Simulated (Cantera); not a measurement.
A freely propagating, adiabatic, planar premixed flame of H2 : O2 : N2 : H2O = 1 : 0.385 : 1.62 : 0.28 (molar parts), equivalence ratio 1.3, unburnt at 623 K and 2.17 atm; mixture-averaged transport, grid criteria slope 0.08 and curve 0.16, no radiation.

Model: the H2/O2 subset of GRI-Mech 3.0, which has no nitrogen chemistry, integrated in Cantera. The hydrogen kinetics of GRI-Mech 3.0 are dated; newer H2 mechanisms differ, most at raised pressure. Burning velocities carry a grid error of a few per cent, more on coarse grids.

How do the results move with these cheaper or finer settings: unity-Lewis-number transport; multicomponent transport; multicomponent+Soret transport; grid criteria slope 0.5, curve 1; grid criteria slope 0.25, curve 0.5; grid criteria slope 0.03, curve 0.06?


```csv
setting,laminar burning velocity,thermal thickness,peak x(H2O2),peak x(O),grid points
as above,714 cm/s,0.159 mm,3.74e-5,0.00513,105
unity-Lewis-number transport,463 cm/s,0.135 mm,1.94e-5,0.00505,105
multicomponent transport,705 cm/s,0.159 mm,3.73e-5,0.00510,105
multicomponent+Soret transport,671 cm/s,0.156 mm,3.95e-5,0.00508,105
"grid criteria slope 0.5, curve 1",805 cm/s,0.213 mm,2.59e-5,0.00544,37
"grid criteria slope 0.25, curve 0.5",735 cm/s,0.175 mm,3.63e-5,0.00518,50
"grid criteria slope 0.03, curve 0.06",705 cm/s,0.154 mm,3.88e-5,0.00513,257
```
Unity Lewis numbers drop preferential diffusion, which matters most where H2 and H carry the flame; Soret adds thermal diffusion.
